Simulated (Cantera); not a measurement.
A closed system holds: 1 mol C₂H₄, 20 mol H₂, equilibrated at 0.140 bar.

Equilibrium computed with Cantera from the NASA thermochemical tables; the gas is ideal and each condensed phase is pure. Candidate condensed phases: C, C₆H₆, C₇H₈, C₈H₁₈; 76 gas species. Kinetics and transport are ignored. All values below are at 875 K.

Base state: H₂ 0.945, CH₄ 0.0546 (mole fractions); condensed: C(graphite).

Question: What changes in the equilibrium state with this change: C₂H₄ replaced by C₆H₆?

Answer: 
```
species           before   after
----------------  ------  ------
H₂                 0.945   0.945
CH₄               0.0546  0.0546
C(graphite), mol   0.860    4.81
```
